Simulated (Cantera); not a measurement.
Feed: 1 mol PH₃, 0.18 mol H₂, 0.026 mol O₂, at 3300 K and 1.33 mbar.

Equilibrium computed with Cantera from the NASA thermochemical tables; the gas is ideal and each condensed phase is pure. Gases not in the tables: HPO₂, HPO₃ and P₄O₆. Equilibrium is a limit: real reactors are often held back by kinetics, nucleation or transport.

```
species    before     after
-------  --------  --------
H₂        0.00578     0.752
P₂        0.00260     0.218
PO        0.00601    0.0162
H           0.761   0.00552
P           0.219  0.000625
O         0.00586   1.69e-8
H₂O       1.40e-6   0.00679
PO₂       9.91e-7  0.000275
OH        7.51e-5   2.92e-6
PH       0.000116   5.96e-5
```
Gas species are given as mole fractions.

Problem. Name the change that produced these shifts.
A. pressure from 1.33 mbar to 37.0 mbar
B. pressure from 1.33 mbar to 13.3 mbar
C. temperature from 3300 K to 1750 K
D. temperature from 3300 K to 1525 K

Solution. C, temperature from 3300 K to 1750 K
